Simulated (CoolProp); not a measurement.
Computed with CoolProp (reference Helmholtz-energy equation of state, Lemmon 2006). It is a short technical equation, of lower accuracy than the large ones.

### Question
For n-nonane, give the phase and the cv (kJ/(kg K)), speed of sound (m/s), expansivity (1/kK), Prandtl number at 326.85 °C and 0.244 MPa; 326.85 °C and 2.2 MPa.

### Answer
- 326.85 °C and 0.244 MPa: gas; cv 2.80, speed of sound 192, expansivity 1.92, Prandtl number 0.747
- 326.85 °C and 2.2 MPa: gas; cv 2.96, speed of sound 95.6, expansivity 21.3, Prandtl number 1.24

Viscosity comes from a separate model (Huber 2004). Thermal conductivity comes from a separate model (Huber 2005).
